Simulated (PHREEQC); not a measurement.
# Ultrapure water in contact with air or piping: an equilibrium model

Synthetic water in mmol/kgw, 42 °C, pH 6.38, pe 9.8:

```
constituent                mmol/kgw
-------------------------  --------
Na                         0.000162
K                          0.000177
Ca                          0.00103
Mg                         5.54e-05
Cl                          0.00182
S(6)                       7.38e-05
Alkalinity (meq/kgw)       0.000574
O(0) (counted as O atoms)  1.51e-05
Br                         6.81e-06
Cu(2)                      9.64e-07
Li                         3.88e-05
B                          2.08e-05
Pb                         2.04e-05
```

Valence states are taken as typed.

Computed with PHREEQC (ion-association model, phreeqc.dat).

Precipitation was switched off in this run.

Question: Predict the charge-balance error.

Answer: charge-balance error 0.7 %.

Question: In which forms is Cu present?

Answer: Cu+2 87 %, Cu(OH)2 10 %, CuOH+ 2.1 % of the Cu.

Away from 25 °C the constants follow the database's enthalpies or fits; those with neither stay at their 25 °C values. The database's constant for dissolved Cu(OH)2 is higher than later reviews accept.
